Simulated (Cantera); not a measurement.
An isothermal, constant-pressure homogeneous reactor starts with H2 : O2 : N2 : H2O = 0.026 : 1 : 2 : 0.0034 (molar parts), at 1425 K and 20.0 Torr.

Model: GRI-Mech 3.0 (53 species, 325 reactions), integrated in Cantera. Radical loss at walls, strong at low pressure, is not modelled.

x: mole fraction; the columns are a selection and need not sum to one.

```tsv
t (s)	x H2	x O2	x OH	x O	x HO2	x H
0.000200	0.00858	0.330	4.21e-8	4.64e-8	3.73e-8	1.43e-8
0.000773	0.00858	0.330	1.23e-6	1.43e-6	1.45e-7	3.06e-7
0.00299	0.000926	0.323	0.00189	0.00550	7.90e-7	0.000768
0.0116	[?]	0.323	[?]	[?]	[?]	[?]
0.0447	6.85e-5	0.323	0.00106	0.00518	5.37e-7	0.000368
0.173	3.43e-5	0.325	0.000752	0.00252	3.77e-7	0.000126
0.669	7.30e-6	0.327	0.000348	0.000523	1.45e-7	1.21e-5
2.59	8.92e-7	0.327	0.000122	6.32e-5	3.25e-8	5.11e-7
10.0	[?]	0.327	[?]	[?]	[?]	[?]
```

### Question
What belongs in the gaps?

### Answer

- 0.0116, x H2: 8.50e-5
- 0.0116, x OH: 0.00118
- 0.0116, x O: 0.00653
- 0.0116, x HO2: 5.93e-7
- 0.0116, x H: 0.000518
- 10.0, x H2: 1.33e-7
- 10.0, x OH: 4.72e-5
- 10.0, x O: 9.40e-6
- 10.0, x HO2: 1.74e-8
- 10.0, x H: 2.94e-8
